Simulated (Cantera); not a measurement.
## Diamond growth

A diamond (100) surface in a fixed gas of H2 with x(CH4) = 0.0051, x(H) = 0.035, x(CH3) = 2.1e-05, 0.120 bar; coverages are run to steady state.

Cantera simulation using the Harris–Goodwin 1993 mechanism for the reconstructed diamond (100) surface; the numbers are that mechanism's predictions, not measurements.

| T (K) | growth (µm/h) | θ c6HH | θ c6H* | θ c6*H | θ c6** | θ c6HM |
|---|---|---|---|---|---|---|
| 950 | 1.05 | 0.643 | 0.0150 | 0.335 | 0.00683 | 0.000407 |
| 1000 | 1.35 | 0.596 | 0.0192 | 0.374 | 0.00994 | 0.000329 |
| 1050 | 1.66 | 0.552 | 0.0238 | 0.410 | 0.0139 | 0.000268 |
| 1100 | 1.98 | 0.511 | 0.0288 | 0.441 | 0.0188 | 0.000218 |
| 1150 | 2.26 | 0.473 | 0.0340 | 0.469 | 0.0245 | 0.000176 |
| 1200 | 2.42 | 0.437 | 0.0394 | 0.492 | 0.0313 | 0.000136 |
| 1250 | 2.37 | 0.405 | 0.0448 | 0.511 | 0.0389 | 9.67e-5 |
| 1300 | 2.08 | 0.376 | 0.0502 | 0.526 | 0.0475 | 6.11e-5 |
| 1350 | 1.69 | 0.350 | 0.0555 | 0.538 | 0.0568 | 3.39e-5 |
| 1400 | 1.38 | 0.326 | 0.0607 | 0.547 | 0.0669 | 1.70e-5 |
θ: site fractions in the mechanism's names (c6HH fully hydrogenated, c6H* and c6*H radical sites, c6** diradical, c6HM methylated).
